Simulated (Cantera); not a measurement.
A closed system holds: 1 mol Si2H6, 2.7 mol N2O, 15 mol H2, at 1775 °C.

Equilibrium computed with Cantera from the NASA thermochemical tables; the gas is ideal and each condensed phase is pure. Candidate condensed phases: H2O, Si, SiO2, Si2N2O, Si3N4; 35 gas species. The feed counts by its element totals alone. The tables hold silica as quartz up to 1696 K and as liquid above; real silica turns to tridymite and cristobalite and melts near 1996 K. The numbers say what is thermodynamically allowed, not how fast it happens.

**Question.** What share of the Si ends up in condensed phases as a function of P (Pa), at 5, 26, 140, 710, 3700, 19000, 100000?

**Answer.** 
```
P (Pa)  Si condensed (%)       as
------  ----------------  -------
5                    0.0        -
26                   0.0        -
140                  0.0        -
710                  0.0        -
3700                 0.0        -
19000               24.7  SiO2(l)
100000              32.8  SiO2(l)
```
